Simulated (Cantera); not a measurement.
Feed: 1 mol BN, 0.48 mol O2, 0.41 mol N2, equilibrated at 1650 K and 17.0 Pa.

Equilibrium computed with Cantera from the NASA thermochemical tables; the gas is ideal and each condensed phase is pure. Candidate condensed phases: B, BN, B2O3; 17 gas species. The numbers say what is thermodynamically allowed, not how fast it happens.

Base state: N2 0.664, B2O2 0.159, B2O3 0.152, BO 0.0260 (mole fractions); condensed: BN(s).

**Question.** What changes in the equilibrium state with this change: pressure from 17.0 Pa to 11.0 Pa?

**Answer.** 
| species | before | after |
|---|---|---|
| N2 | 0.664 | 0.657 |
| B2O2 | 0.159 | 0.185 |
| B2O3 | 0.152 | 0.123 |
| BO | 0.0260 | 0.0349 |
| BN(s), mol | 0.222 | 0.193 |

**Question.** What changes in the equilibrium state with this change: temperature from 1650 K to 1723.15 K?

**Answer.** 
| species | before | after |
|---|---|---|
| N2 | 0.664 | 0.641 |
| B2O2 | 0.159 | 0.224 |
| B2O3 | 0.152 | 0.0734 |
| BO | 0.0260 | 0.0615 |
| B2O | 5.45e-6 | 3.71e-5 |
| BN(s), mol | 0.222 | 0.136 |

**Question.** What changes in the equilibrium state with this change: temperature from 1650 K to 1750 K?

**Answer.** 
```tsv
species	before	after
N2	0.664	0.631
B2O2	0.159	0.237
BO	0.0260	0.0800
B2O3	0.152	0.0517
B2O	5.45e-6	6.98e-5
BN(s), mol	0.222	0.110
```
